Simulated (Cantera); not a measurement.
Standard-state values (1 bar) from the NASA 1993 polynomials, evaluated with Cantera. Values are per mole of reaction as written; species without (g) are pure solids or liquids, kept so even where they would boil at 1 bar.

2 H2(g) + S2(g) = 2 H2S(g), with ΔH° = -169.4 kJ and ΔS° = -78.3 J/K at 300 K.

### Question
How far is the shortcut ΔG° ≈ ΔH°(300 K) − T·ΔS°(300 K) from the full temperature-dependent value at 375, 400, 425, 450, 475, 500, 525, 550, 575 K?

### Answer
| T (K) | shortcut (kJ) | full (kJ) | difference (kJ) | difference in log10 K |
|---|---|---|---|---|
| 375 | -140.1 | -139.9 | -0.2 | 0.03 |
| 400 | -138.1 | -137.8 | -0.3 | 0.04 |
| 425 | -136.2 | -135.7 | -0.5 | 0.06 |
| 450 | -134.2 | -133.5 | -0.7 | 0.08 |
| 475 | -132.3 | -131.3 | -0.9 | 0.10 |
| 500 | -130.3 | -129.1 | -1.2 | 0.13 |
| 525 | -128.4 | -126.9 | -1.5 | 0.15 |
| 550 | -126.4 | -124.6 | -1.8 | 0.17 |
| 575 | -124.4 | -122.3 | -2.1 | 0.19 |
The shortcut ignores the heat-capacity change of the reaction.
